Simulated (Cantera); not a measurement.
Input: 1 mol NF3, 0.0056 mol SO2, 0.17 mol H2, equilibrated at 1 atm.

Method: chemical equilibrium by Gibbs-energy minimisation in Cantera with the NASA 1993 tables (ideal gas, pure condensed phases). Candidate condensed phases: H2O, H2SO4, S; 100 gas species. Ions and electrons are included (thermal ionisation). Kinetics and transport are ignored. All values below are at 3500 K.

Base state: F 0.757, N2 0.142, HF 0.0961, O 0.00261, S 0.00128, H 0.000589, NO 0.000396, SF 0.000186 (mole fractions); condensed: gas only.

Problem. What changes in the equilibrium state with this change: SO2 from 0.0056 to 0.022 mol?

Solution. 
| species | before | after |
|---|---|---|
| F | 0.757 | 0.748 |
| N2 | 0.142 | 0.140 |
| HF | 0.0961 | 0.0950 |
| O | 0.00261 | 0.00897 |
| S | 0.00128 | 0.00422 |
| SO2 | 1.62e-6 | 6.32e-5 |
| O2 | 2.84e-5 | 0.000336 |
| SO | 0.000107 | 0.00121 |
| S2 | 2.11e-6 | 2.29e-5 |

Problem. What changes in the equilibrium state with this change: H2 from 0.17 to 2.5 mol?

Solution. 
```json
[
 {"species": "HF", "before": "0.0961", "after": "0.582"},
 {"species": "H", "before": "0.000589", "after": "0.193"},
 {"species": "H2", "before": "1.01e-6", "after": "0.108"},
 {"species": "F", "before": "0.757", "after": "0.0140"},
 {"species": "N2", "before": "0.142", "after": "0.0993"},
 {"species": "H2O", "before": "2.85e-8", "after": "0.000791"},
 {"species": "F2", "before": "3.33e-5", "after": "1.14e-8"},
 {"species": "SH", "before": "6.85e-7", "after": "0.000161"}
]
```

Problem. What changes in the equilibrium state with this change: SO2 from 0.0056 to 0.31 mol?

Solution. 
| species | before | after |
|---|---|---|
| F | 0.757 | 0.648 |
| N2 | 0.142 | 0.118 |
| HF | 0.0961 | 0.0823 |
| O | 0.00261 | 0.0554 |
| SO | 0.000107 | 0.0379 |
| SO2 | 1.62e-6 | 0.0123 |
| O2 | 2.84e-5 | 0.0128 |
| S | 0.00128 | 0.0215 |
| S2O | 2.79e-9 | 1.67e-5 |
| S2 | 2.11e-6 | 0.000592 |
| OH | 7.67e-6 | 0.000163 |
| NO | 0.000396 | 0.00767 |
| FO | 3.74e-6 | 6.79e-5 |
